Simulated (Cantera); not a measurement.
A closed system holds: 1 mol SiC, 0.024 mol O₂, 390 mol H₂, held at 1925 °C and 1.30 mbar.

Equilibrium computed with Cantera from the NASA thermochemical tables; the gas is ideal and each condensed phase is pure. Candidate condensed phases: C, C₆H₆, C₇H₈, C₈H₁₈, H₂O, Si, SiC, SiO₂; 123 gas species. Equilibrium is a limit: real reactors are often held back by kinetics, nucleation or transport.

Base state: H₂ 0.854, H 0.143, Si 0.00223, C₂H₂ (acetylene) 0.00102, CO 0.000114, SiC₂ 9.99e-5, SiH 3.29e-5 (mole fractions); condensed: gas only.

**Question.** What changes in the equilibrium state with this change: H₂ from 390 to 30 mol?

**Answer.** 
```json
[
 {"species": "H₂", "before": "0.854", "after": "0.827"},
 {"species": "H", "before": "0.143", "after": "0.140"},
 {"species": "Si", "before": "0.00223", "after": "0.0248"},
 {"species": "SiC₂", "before": "9.99e-5", "after": "0.00236"},
 {"species": "Si₂C", "before": "6.67e-6", "after": "0.00120"},
 {"species": "Si₂", "before": "2.84e-7", "after": "3.51e-5"},
 {"species": "SiO", "before": "1.76e-7", "after": "1.68e-5"},
 {"species": "CO", "before": "0.000114", "after": "0.00142"},
 {"species": "SiH", "before": "3.29e-5", "after": "0.000361"},
 {"species": "C(graphite), mol", "before": "0", "after": "0.614"}
]
```
Gases not in the tables: Si₂H₆ and higher silanes.
